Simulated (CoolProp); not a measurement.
Saturation properties of n-perfluorohexane (Tc = 448.0 K, pc = 1.742 MPa, ω = 0.497).

Values from CoolProp's reference Helmholtz-energy equation of state, Gao 2022.

```csv
T (K),p (MPa),enthalpy of vaporisation (kJ/kg),liquid cp (kJ/(kg K)),vapour Z
281.7,0.01356,97.26,1.021,0.9863
288.1,0.01857,95.66,1.031,0.9825
294.4,0.02489,94.07,1.041,0.9781
300.8,0.03299,92.43,1.051,0.9730
307.1,0.04290,90.80,1.061,0.9670
313.5,0.05526,89.10,1.071,0.9602
319.8,0.07004,87.40,1.081,0.9525
326.2,0.08808,85.63,1.091,0.9437
332.5,0.1092,83.84,1.102,0.9340
338.9,0.1345,81.97,1.112,0.9230
```

It boils at 330.3 K under 1 atm.
